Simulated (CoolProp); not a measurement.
A single-stage vapour-compression cycle with the fluid: evaporating at 216.15 K (dew point), condensing at 238.15 K (bubble point), superheat 5 K, subcooling 5 K, compressor efficiency 0.8, no pressure losses. The same conditions are run with several fluids, on thermodynamics alone (safety and materials aside).

Model: reference Helmholtz-energy equation of state of each fluid (C3F8 (R218): Lemmon 2006; ammonia: Gao 2020; vinyl chloride: Thol 2022; dimethyl ether: Wu 2011; nitrous oxide: Lemmon 2006; CH3F (R41): Lemmon 2006), in CoolProp.

| fluid | cooling COP | pressure ratio | discharge temperature (K) | refrigerating effect (kJ/kg) | volumetric capacity (kJ/m³) |
|---|---|---|---|---|---|
| C3F8 (R218) | 7.40 | 2.99 | (withheld) | 99.3 | 382 |
| ammonia | 7.01 | (withheld) | 316.3 | 1370 | 341 |
| vinyl chloride | (withheld) | (withheld) | (withheld) | 368 | 142 |
| dimethyl ether | (withheld) | 3.26 | 271.2 | 469 | 232 |
| nitrous oxide | 7.05 | 2.29 | 278.5 | 310 | (withheld) |
| CH3F (R41) | 7.10 | 2.38 | 280.3 | (withheld) | 2460 |

Q: What belongs in the gaps?

A: 
- C3F8 (R218), discharge temperature (K): 242.8
- ammonia, pressure ratio: 3.51
- vinyl chloride, cooling COP: 7.27
- vinyl chloride, pressure ratio: 3.45
- vinyl chloride, discharge temperature (K): 287.3
- dimethyl ether, cooling COP: 7.41
- nitrous oxide, volumetric capacity (kJ/m³): 3900
- CH3F (R41), refrigerating effect (kJ/kg): 426
